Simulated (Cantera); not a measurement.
Charge: 1 mol Si, a varied amount of HCl, 0.56 mol H2, held at 1398 K and 25.0 bar.

Method: chemical equilibrium by Gibbs-energy minimisation in Cantera with the NASA 1993 tables (ideal gas, pure condensed phases). Candidate condensed phases: Si; 19 gas species. Gases not in the tables: Si2H6 and higher silanes. Rates play no part.

Q: Which condensed phases are stable at each of these points (n(HCl) (mol)): 0.51, 0.62, 0.75, 0.92, 1.1, 1.4, 1.7, 2, 2.5, 3, 3.7?

A: 
```json
[
 {"n(HCl) (mol)": "0.51", "condensed phases": "Si(s)", "Si condensed (%)": "85.5"},
 {"n(HCl) (mol)": "0.62", "condensed phases": "Si(s)", "Si condensed (%)": "82.3"},
 {"n(HCl) (mol)": "0.75", "condensed phases": "Si(s)", "Si condensed (%)": "78.6"},
 {"n(HCl) (mol)": "0.92", "condensed phases": "Si(s)", "Si condensed (%)": "73.8"},
 {"n(HCl) (mol)": "1.1", "condensed phases": "Si(s)", "Si condensed (%)": "68.7"},
 {"n(HCl) (mol)": "1.4", "condensed phases": "Si(s)", "Si condensed (%)": "60.2"},
 {"n(HCl) (mol)": "1.7", "condensed phases": "Si(s)", "Si condensed (%)": "51.6"},
 {"n(HCl) (mol)": "2", "condensed phases": "Si(s)", "Si condensed (%)": "43.1"},
 {"n(HCl) (mol)": "2.5", "condensed phases": "Si(s)", "Si condensed (%)": "29.0"},
 {"n(HCl) (mol)": "3", "condensed phases": "Si(s)", "Si condensed (%)": "14.8"},
 {"n(HCl) (mol)": "3.7", "condensed phases": "gas only", "Si condensed (%)": "0.0"}
]
```

From 0.51 mol HCl to 3 mol HCl the condensed part is Si(s). At 3.7 mol HCl nothing is condensed.
